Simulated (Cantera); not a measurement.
Input: 1 mol C6H6, 0.51 mol O2, 45 mol H2, 2.2 mol H2O, at 1925 °C and 4.00 mbar.

Equilibrium computed with Cantera from the NASA thermochemical tables; the gas is ideal and each condensed phase is pure. Candidate condensed phases: C, C6H6, C7H8, C8H18, H2O; 110 gas species. The numbers say what is thermodynamically allowed, not how fast it happens.

Base state: H2 0.858, H 0.0816, CO 0.0578, C2H2 (acetylene) 0.00218 (mole fractions); condensed: C(graphite).

What changes in the equilibrium state with this change: pressure from 4.00 mbar to 39.0 Pa?


```json
[
 {"species": "H2", "before": "0.858", "after": "0.708"},
 {"species": "H", "before": "0.0816", "after": "0.237"},
 {"species": "CO", "before": "0.0578", "after": "0.0531"},
 {"species": "C2H", "before": "7.12e-6", "after": "2.07e-5"},
 {"species": "C2H2 (acetylene)", "before": "0.00218", "after": "0.00179"},
 {"species": "C(graphite), mol", "before": "2.54", "after": "2.56"}
]
```

What changes in the equilibrium state with this change: C6H6 replaced by n-butane?


```tsv
species	before	after
H2	0.858	0.860
H	0.0816	0.0817
CO	0.0578	0.0557
C2H2 (acetylene)	0.00218	0.00218
C(graphite), mol	2.54	0.526
```

What changes in the equilibrium state with this change: temperature from 1925 °C to 1025 °C?


| species | before | after |
|---|---|---|
| H2 | 0.858 | 0.940 |
| CO | 0.0578 | 0.0603 |
| CH4 | 7.78e-7 | 2.81e-5 |
| H | 0.0816 | 1.64e-5 |
| C2H2 (acetylene) | 0.00218 | 5.24e-7 |
| C(graphite), mol | 2.54 | 2.78 |
